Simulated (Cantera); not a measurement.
# Equilibrium for abatement and gas-phase synthesis: H₂S + SO₂

Feed: 1 mol H₂S, 0.63 mol SO₂, held at 0.00180 bar.

Method: chemical equilibrium by Gibbs-energy minimisation in Cantera with the NASA 1993 tables (ideal gas, pure condensed phases). Candidate condensed phases: H₂O, H₂SO₄, S; 19 gas species. Gases not in the tables: S₃ to S₇. Equilibrium is a limit: real reactors are often held back by kinetics, nucleation or transport.

```json
[
 {"T (K)": "1225", "x H₂O": "0.433", "x S₂": "0.355", "x H₂": "0.0642", "x SO₂": "0.114", "x H₂S": "0.0301", "x SO": "0.00123"},
 {"T (K)": "1275", "x H₂O": "0.419", "x S₂": "0.352", "x H₂": "0.0791", "x SO₂": "0.119", "x H₂S": "0.0260", "x SO": "0.00199"},
 {"T (K)": "1325", "x H₂O": "0.404", "x S₂": "0.348", "x H₂": "0.0949", "x SO₂": "0.125", "x H₂S": "0.0225", "x SO": "0.00313"},
 {"T (K)": "1375", "x H₂O": "0.387", "x S₂": "0.343", "x H₂": "0.111", "x SO₂": "0.130", "x H₂S": "0.0195", "x SO": "0.00476"},
 {"T (K)": "1425", "x H₂O": "0.370", "x S₂": "0.338", "x H₂": "0.128", "x SO₂": "0.136", "x H₂S": "0.0168", "x SO": "0.00703"},
 {"T (K)": "1475", "x H₂O": "0.352", "x S₂": "0.332", "x H₂": "0.145", "x SO₂": "0.141", "x H₂S": "0.0146", "x SO": "0.0101"},
 {"T (K)": "1525", "x H₂O": "0.333", "x S₂": "0.325", "x H₂": "0.162", "x SO₂": "0.147", "x H₂S": "0.0126", "x SO": "0.0141"},
 {"T (K)": "1575", "x H₂O": "0.315", "x S₂": "0.317", "x H₂": "0.178", "x SO₂": "0.151", "x H₂S": "0.0109", "x SO": "0.0193"},
 {"T (K)": "1625", "x H₂O": "0.296", "x S₂": "0.309", "x H₂": "0.194", "x SO₂": "0.155", "x H₂S": "0.00949", "x SO": "0.0259"}
]
```
x: gas mole fraction; nothing condenses.

From 1225 K to 1625 K nothing is condensed.
